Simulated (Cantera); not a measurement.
Mixture: 4.90 % CO, 1.13 % H₂, 5.88 % CH₄, 18.5 % O₂, 69.6 % N₂, equivalence ratio 0.80, at 15.8 atm, adiabatic and at constant pressure. Ignition delay is the time to a rise of 400 K.

Model: GRI-Mech 3.0 (53 species, 325 reactions), integrated in Cantera. The pressure lies above the range GRI-Mech 3.0 was tuned for (to about 10 atm). Below about 1000 K GRI-Mech 3.0 lacks low-temperature oxidation paths. Below about 950 K walls govern HO2 and H2O2 in real vessels.

Problem. Predict: delay at 948 K; delay at 1148 K; delay at 1348 K; delay at 1548 K; apparent activation energy between 1448 and 1648 K.

Solution. 
```
Quantity                                                 Value
--------------------------------------------------  ----------
delay at 948 K                                         38.4 ms
delay at 1148 K                                        1.20 ms
delay at 1348 K                                       0.177 ms
delay at 1548 K                                        37.9 µs
apparent activation energy between 1448 and 1648 K  140 kJ/mol
```
